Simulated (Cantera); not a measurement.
Charge: 1 mol SiCl4, 0.14 mol N2O, 16 mol H2, 13 mol NO, held at 7.90 Pa.

These are equilibrium values from Cantera (NASA tables, ideal gas, pure condensed phases), not measurements of a reactor. Candidate condensed phases: H2O, NH4Cl, Si, SiO2, Si2N2O, Si3N4; 47 gas species. Equilibrium is a limit: real reactors are often held back by kinetics, nucleation or transport. All values below are at 1025 K.

Base state: H2O 0.452, N2 0.269, HCl 0.162, H2 0.116 (mole fractions); condensed: SiO2(β-quartz).

### Question
What changes in the equilibrium state with this change: H2 from 16 to 1.6 mol?

### Answer
| species | before | after |
|---|---|---|
| N2 | 0.269 | 0.418 |
| O2 | <1e-9 | 0.350 |
| HCl | 0.162 | 0.197 |
| H2O | 0.452 | 0.00252 |
| H2 | 0.116 | <1e-9 |
| Cl2 | <1e-9 | 0.0230 |
| Cl | 2.15e-7 | 0.00954 |
| NO | <1e-9 | 3.85e-5 |
| SiO2(β-quartz), mol | 1.00 | 1.00 |
